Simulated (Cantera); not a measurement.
A freely propagating, adiabatic, planar premixed flame of H2 : O2 : N2 = 1 : 0.98 : 3.69 (molar parts), equivalence ratio 0.51, unburnt at 375 K and 1.00 atm; mixture-averaged transport, grid criteria slope 0.08 and curve 0.16, no radiation.

Detailed kinetics in Cantera: the H2/O2 subset of GRI-Mech 3.0, which has no nitrogen chemistry. Burning velocities carry a grid error of a few per cent, more on coarse grids. Lean hydrogen flames are cellular in practice and burn faster than this planar one.

**Question.** Predict: laminar burning velocity; thermal thickness; peak x(O); peak x(OH); peak x(H2O2).

**Answer.** 
```
Item                          Value
------------------------  ---------
laminar burning velocity  75.4 cm/s
thermal thickness          0.421 mm
peak x(O)                   0.00403
peak x(OH)                  0.00475
peak x(H2O2)                7.01e-5
```
